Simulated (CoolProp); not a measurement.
A simple Rankine cycle with isobutene: condensing at 322.15 K, boiler at 2.11 MPa, turbine inlet 420.7 K, turbine efficiency 0.7, pump efficiency 0.6, no recuperator. Each further row changes one setting.

The numbers come from the reference Helmholtz-energy equation of state, Lemmon 2005 in CoolProp. It is a short technical equation, of lower accuracy than the large ones.

```
case                             thermal efficiency (%)  net work (kJ/kg)  heat in (kJ/kg)  turbine exit temperature (K)  volume ratio over the turbine
-------------------------------  ----------------------  ----------------  ---------------  ----------------------------  -----------------------------
as stated                                           8.3              40.4              489                         382.7                           3.78
turbine inlet 440.7 K                               8.2              44.1              537                         404.3                            [?]
condensing temperature 314.15 K                     9.4              47.7              509                         377.5                           4.66
boiler pressure 1.48 MPa                            [?]              31.7              506                           [?]                           2.54
turbine efficiency 0.6                              7.0              34.0              489                         385.9                           3.82
```

Problem. Some entries are withheld; supply them.

Solution. 
- turbine inlet 440.7 K, volume ratio over the turbine: 3.70
- boiler pressure 1.48 MPa, thermal efficiency (%): 6.3
- boiler pressure 1.48 MPa, turbine exit temperature (K): 395.5
